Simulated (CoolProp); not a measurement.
A simple Rankine cycle with trans-2-butene: condensing at 295.15 K, boiler at 1.26 MPa, turbine inlet 379.2 K, turbine efficiency 0.85, pump efficiency 0.7, no recuperator. Each further row changes one setting.

Values from CoolProp's reference Helmholtz-energy equation of state, Lemmon 2005. It is a short technical equation, of lower accuracy than the large ones.

```json
[
 {"case": "as stated", "thermal efficiency (%)": "13.3", "net work (kJ/kg)": "___", "heat in (kJ/kg)": "499", "turbine exit temperature (K)": "323.5", "volume ratio over the turbine": "5.96"},
 {"case": "turbine inlet 399.2 K", "thermal efficiency (%)": "13.4", "net work (kJ/kg)": "72.6", "heat in (kJ/kg)": "___", "turbine exit temperature (K)": "___", "volume ratio over the turbine": "___"},
 {"case": "condensing temperature 287.15 K", "thermal efficiency (%)": "14.8", "net work (kJ/kg)": "76.5", "heat in (kJ/kg)": "518", "turbine exit temperature (K)": "316.5", "volume ratio over the turbine": "7.68"},
 {"case": "boiler pressure 0.882 MPa", "thermal efficiency (%)": "11.1", "net work (kJ/kg)": "56.9", "heat in (kJ/kg)": "513", "turbine exit temperature (K)": "337.0", "volume ratio over the turbine": "4.04"},
 {"case": "turbine efficiency 0.75", "thermal efficiency (%)": "11.7", "net work (kJ/kg)": "58.5", "heat in (kJ/kg)": "499", "turbine exit temperature (K)": "328.2", "volume ratio over the turbine": "6.06"}
]
```

Some entries are withheld; supply them.


- as stated, net work (kJ/kg): 66.6
- turbine inlet 399.2 K, heat in (kJ/kg): 543
- turbine inlet 399.2 K, turbine exit temperature (K): 345.0
- turbine inlet 399.2 K, volume ratio over the turbine: 5.83
